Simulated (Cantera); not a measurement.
Feed: 1 mol Si3N4, 21 mol H2O, at 1327 °C and 1.33 mbar.

Method: chemical equilibrium by Gibbs-energy minimisation in Cantera with the NASA 1993 tables (ideal gas, pure condensed phases). Candidate condensed phases: H2O, Si, SiO2, Si2N2O, Si3N4; 35 gas species. The tables hold silica as quartz up to 1696 K and as liquid above; real silica turns to tridymite and cristobalite and melts near 1996 K. Equilibrium is a limit: real reactors are often held back by kinetics, nucleation or transport.

Base state: H2O 0.652, H2 0.260, N2 0.0869, H 0.000760, OH 7.45e-5 (mole fractions); condensed: SiO2(β-quartz).

Q: What changes in the equilibrium state with this change: H2O from 21 to 2.9 mol?

A: 
| species | before | after |
|---|---|---|
| H2 | 0.260 | 0.453 |
| SiO | 7.69e-6 | 0.296 |
| N2 | 0.0869 | 0.250 |
| H2O | 0.652 | 2.95e-5 |
| OH | 7.45e-5 | 2.56e-9 |
| H | 0.000760 | 0.00100 |
| SiO2(β-quartz), mol | 3.00 | 0.304 |
| Si2N2O(s), mol | 0 | 0.404 |
Mutual solubility and eutectic melting of coexisting phases are not modelled.

Q: What changes in the equilibrium state with this change: pressure from 1.33 mbar to 4.70 Pa?

A: 
| species | before | after |
|---|---|---|
| H2O | 0.652 | 0.650 |
| H2 | 0.260 | 0.258 |
| N2 | 0.0869 | 0.0867 |
| H | 0.000760 | 0.00403 |
| SiO | 7.69e-6 | 0.000217 |
| OH | 7.45e-5 | 0.000397 |
| SiO2(β-quartz), mol | 3.00 | 2.99 |
